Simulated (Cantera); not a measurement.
A perfectly stirred reactor is fed with 9.23 % CH4, 0.379 % H2, 14.3 % O2, 76.1 % N2, equivalence ratio 1.3, at 0.987 atm; it is adiabatic with a 823 K inlet, and is followed from long to short residence time, starting on the burning branch (τ in s: 0.095, 0.04, 0.017, 0.0069, 0.0029, 0.0012, 0.0005, 0.00021, 8.8e-05, 3.7e-05).

Detailed kinetics in Cantera: GRI-Mech 3.0 (53 species, 325 reactions).

One state of this run: T (K) = 2118; x CH4 = 3.53e-5; x H2 = 0.0347; x O2 = 0.000341; x CO = 0.0486; x H2O2 = 1.65e-8; x CH3 = 2.74e-5. x: mole fraction; the columns are a selection and need not sum to one.

Which value of τ (s) does it belong to?
(A) 0.0069
(B) 0.017
(C) 0.0012
(D) 0.040

B, 0.017
